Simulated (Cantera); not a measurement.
Cantera run:

```python
import numpy as np
import cantera as ct

gas_names = """
    CL CL2 H HCL H2 Si SiCL SiCL2 SiCL3 SiCL4 SiH SiHCL3 SiH2 SiH2CL2 SiH3 SiH3CL SiH4 Si2 Si3
""".split()
cond_names = """
    Si(cr) Si(L)
""".split()


# ... load() reads the species with a 1 bar reference pressure and builds the phases ...
atoms = {
    'SiCl4': {'Si': 1, 'CL': 4},
    'Cl2': {'CL': 2},
    'H2': {'H': 2},
}
top_T = {}  # K; cautious upper limits of use, not melting points


# ... equilibrate(T, P, feed) seeds the gas with the atoms and calls Mixture.equilibrate('TP', solver="vcs", rtol=1e-11, max_steps=5000) ...
results = []
feed = {'SiCl4': 1, 'Cl2': 1.1, 'H2': 5.2}  # mol
T = 1423  # K
P = 1300000  # Pa
mix = equilibrate(T, P, feed)
results.append((T, P, feed, dict(zip(mix.species_names, mix.species_moles))))
print(gas.report(threshold=0.0001))
for i in range(1, mix.n_phases):
    print(f"{mix.phase(i).name:16s} {mix.phase_moles(i):12.5e} mol")
```

Result:

```
       temperature   1423 K
          pressure   1.3e+06 Pa
           density   3.8775 kg/m^3
  mean mol. weight   35.29 kg/kmol
   phase of matter   gas

                          1 kg             1 kmol
                     ---------------   ---------------
          enthalpy       -2.0092e+06       -7.0904e+07  J
   internal energy       -2.3445e+06       -8.2736e+07  J
           entropy            6372.5        2.2488e+05  J/K
    Gibbs function       -1.1077e+07       -3.9091e+08  J
 heat capacity c_p            1207.7             42621  J/K
 heat capacity c_v            972.14             34307  J/K

                      mass frac. Y      mole frac. X     chem. pot. / RT
                     ---------------   ---------------   ---------------
               HCL           0.33267           0.32201           -31.616
                H2          0.030928           0.54139           -16.499
             SiCL2         0.0018694        0.00066646           -57.953
             SiCL3          0.016843         0.0044212            -81.32
             SiCL4           0.55868           0.11605           -104.69
            SiHCL3          0.058137          0.015148            -89.57
           SiH2CL2        0.00086275        0.00030144           -74.453
     [  +12 minor]        3.9873e-06        3.7597e-06

Si(cr)            0.00000e+00 mol
```

Method: chemical equilibrium by Gibbs-energy minimisation in Cantera with the NASA 1993 tables (ideal gas, pure condensed phases). The tables' values for SiCl3 are old estimates; treat these amounts as uncertain.
